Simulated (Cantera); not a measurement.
A closed system holds: 1 mol Ti, 0.32 mol CH₄, at 0.160 bar.

Cantera equilibrium calculation (NASA polynomials, part measured and part estimated; ideal gas, pure solids and liquids). Candidate condensed phases: C, C₆H₆, C₇H₈, C₈H₁₈, Ti, TiC; 77 gas species. Mutual solubility and eutectic melting of coexisting phases are not modelled. TiC: taken at fixed stoichiometry. Condensed phases not in the tables: N, O or C dissolved in the metal. Kinetics and transport are ignored. All values below are at 1923 K.

Base state: H₂ 0.998, H 0.00235, Ti 2.14e-5 (mole fractions); condensed: Ti(β) + TiC(s).

**Question.** What changes in the equilibrium state with this change: pressure from 0.160 bar to 25.0 mbar?

**Answer.** 
| species | before | after |
|---|---|---|
| H₂ | 0.998 | 0.994 |
| H | 0.00235 | 0.00594 |
| Ti | 2.14e-5 | 0.000137 |
| Ti(β), mol | 0.680 | 0.680 |
| TiC(s), mol | 0.320 | 0.320 |
